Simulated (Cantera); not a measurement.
Feed: 1 mol AlN, 5 mol O₂, 33 mol H₂, equilibrated at 1673 K and 100 Torr.

These are equilibrium values from Cantera (NASA tables, ideal gas, pure condensed phases), not measurements of a reactor. Candidate condensed phases: Al, AlN, Al₂O₃, H₂O; 35 gas species. Gases not in the tables: Al(OH)₃. Equilibrium is a limit: real reactors are often held back by kinetics, nucleation or transport.

Base state: H₂ 0.731, H₂O 0.254, N₂ 0.0149, H 0.000267 (mole fractions); condensed: Al₂O₃(s).

What changes in the equilibrium state with this change: temperature from 1673 K to 1823.15 K?


| species | before | after |
|---|---|---|
| H₂ | 0.731 | 0.730 |
| H₂O | 0.254 | 0.254 |
| N₂ | 0.0149 | 0.0149 |
| H | 0.000267 | 0.00102 |
| OH | 4.45e-6 | 2.45e-5 |
| Al₂O₃(s), mol | 0.500 | 0.500 |

What changes in the equilibrium state with this change: H₂ from 33 to 4.2 mol?


```csv
species,before,after
H₂O,0.254,0.612
O₂,<1e-9,0.313
N₂,0.0149,0.0725
H₂,0.731,4.52e-5
NO,1.13e-8,0.000967
O,1.31e-9,5.12e-5
OH,4.45e-6,0.00137
"Al₂O₃(s), mol",0.500,0.500
```
